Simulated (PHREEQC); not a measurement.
H2SO4 is added in steps, without added water, to 1 kg of water holding 0.0023 mol H2SeO3, at 20 °C. The system is closed to oxygen. CO2 from the air is kept out. No solid was allowed to form.

Base run: PHREEQC, ion-association model, wateq4f.dat. Each further column changes one thing. The table gives HSO4- (mol/kgw).

```csv
H2SO4 added (mol),base,Debye-Hückel limiting law,metal-ligand complexes left out,Davies equation for every ion,all activity coefficients set to 1
0,0,0,0,0,0
0.00057,7.52e-5,7.40e-5,7.52e-5,7.49e-5,___
0.0009975,0.000159,0.000156,0.000159,0.000158,___
0.001568,0.000303,0.000295,0.000303,0.000301,___
0.002138,0.000478,0.000461,0.000478,0.000473,0.000589
0.002565,0.000625,0.000602,0.000625,0.000619,___
0.003135,0.000842,0.000806,0.000842,0.000833,___
0.003563,0.00102,0.000971,0.00102,0.00101,0.00127
0.004132,0.00127,0.00120,0.00127,0.00125,___
0.004703,0.00153,0.00145,0.00153,0.00151,0.00192
0.00513,0.00174,0.00164,0.00174,0.00171,___
0.0057,0.00202,0.00191,0.00202,0.00200,0.00254
```

Q: Fill in the missing entries.

A: 
- 0.00057, all activity coefficients set to 1: 8.85e-5
- 0.0009975, all activity coefficients set to 1: 0.000191
- 0.001568, all activity coefficients set to 1: 0.000370
- 0.002565, all activity coefficients set to 1: 0.000776
- 0.003135, all activity coefficients set to 1: 0.00105
- 0.004132, all activity coefficients set to 1: 0.00159
- 0.00513, all activity coefficients set to 1: 0.00218
